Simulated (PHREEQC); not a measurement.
Phosphoric acid bath with phosphoric acid bath

Solution A (0.073 mol NaH2PO4, 0.25 mol HF and 7.1e-05 mol H4SiO4 per kg of water) is mixed with solution B (1.2 mmol/kgw NaH2PO4 and 12 mmol/kgw K2HPO4) at 57 °C; shares are by mass of water, 1 kg in all. O2 is buffered at 0.21 atm. The system is closed to CO2. Only these solids could form: Quartz.

The numbers come from PHREEQC with the ion-association model, wateq4f.dat.

### Question
Predict pH at share of solution B = 0.4, 0.7, 0.9, 0.95.

### Answer
```csv
share of solution B,pH
0.4,2.54
0.7,2.78
0.9,3.37
0.95,4.44
```

wateq4f.dat counts part of the HF as a dimer, H2F2, which phreeqc.dat doesn't know; its constant is uncertain. H3PO4, which wateq4f.dat lacks, is added to it with the constant of phreeqc.dat. At this temperature some constants are extrapolated from 25 °C, and those without enthalpy data are left unchanged. SiF6-2 is the database's only silicon fluoride.
